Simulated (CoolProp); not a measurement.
Vapour-liquid equilibrium of R152A (1) + R113 (2) at 68.05 °C; x and y are mole fractions of (1).

Model: multi-fluid Helmholtz-energy mixture model, Outcalt 1996 and Marx 1992; pair parameters Bell 2016, in CoolProp.

```csv
x,bubble pressure (kPa),y at the bubble point,dew pressure at overall composition x (kPa),liquid density (mol/L)
0.05,315.8,0.400,200.5,7.911
0.125,490.3,0.621,217.6,8.125
0.2,647.7,0.720,237.9,8.347
0.275,787.9,0.777,262.3,8.577
0.35,912.6,0.815,292.1,8.817
0.425,1024,0.842,329.3,9.067
0.5,1126,0.864,377.0,9.329
0.575,1222,0.883,440.5,9.605
0.65,1315,0.900,528.5,9.898
0.725,1408,0.918,657.9,10.21
0.8,1506,0.937,860.6,10.56
0.875,1611,0.958,1182,10.94
0.95,1724,0.982,1573,11.36
```

No azeotrope shows between x = 0.05 and 0.95.

The pair parameters rest on a limited set of measurements; away from them the model extrapolates.
